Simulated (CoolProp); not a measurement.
Saturated liquid density (kg/m³) of C3F8 (R218): the reference equation beside estimates from Tc = 71.9 °C, pc = 26.40 bar, ω = 0.317. Rackett uses Z = 0.29056 − 0.08775 ω.

Model: reference Helmholtz-energy equation of state, Lemmon 2006, in CoolProp. It is a short technical equation, of lower accuracy than the large ones.

| T (°C) | reference | Rackett | van der Waals | Redlich-Kwong | Soave-Redlich-Kwong | Peng-Robinson |
|---|---|---|---|---|---|---|
| -86.35 | 1793 | 1920 | 1108 | 1640 | 1694 | 1907 |
| -83.75 | 1784 | 1910 | 1102 | 1631 | 1686 | 1899 |
| -81.05 | 1774 | 1900 | 1097 | 1622 | 1678 | 1891 |
| -78.45 | 1765 | 1890 | 1092 | 1613 | 1671 | 1883 |
| -75.75 | … | 1880 | 1087 | 1604 | 1663 | 1874 |
| -73.15 | 1747 | 1870 | 1081 | 1595 | 1655 | … |
| -70.55 | 1737 | 1860 | 1076 | 1586 | 1647 | … |
| -67.85 | 1728 | 1849 | 1070 | … | 1638 | 1848 |
| -65.25 | 1718 | 1839 | … | 1567 | 1630 | 1839 |
| -62.55 | 1708 | 1829 | 1059 | 1557 | 1621 | 1829 |
| -59.95 | 1699 | 1818 | 1053 | 1547 | 1612 | 1820 |
| -57.25 | 1689 | 1807 | 1048 | 1537 | 1603 | 1810 |
| -54.65 | 1679 | 1797 | 1042 | 1527 | 1594 | 1800 |

### Question
Fill in the missing entries.

### Answer

- -75.75, reference: 1756
- -73.15, Peng-Robinson: 1866
- -70.55, Peng-Robinson: 1857
- -67.85, Redlich-Kwong: 1576
- -65.25, van der Waals: 1065

Absolute difference from the reference over all 13 rows, mean and median: Rackett 7.1 and 7.1 %, van der Waals 38.1 and 38.1 %, Redlich-Kwong 8.8 and 8.7 %, Soave-Redlich-Kwong 5.2 and 5.2 %, Peng-Robinson 6.9 and 6.9 %.
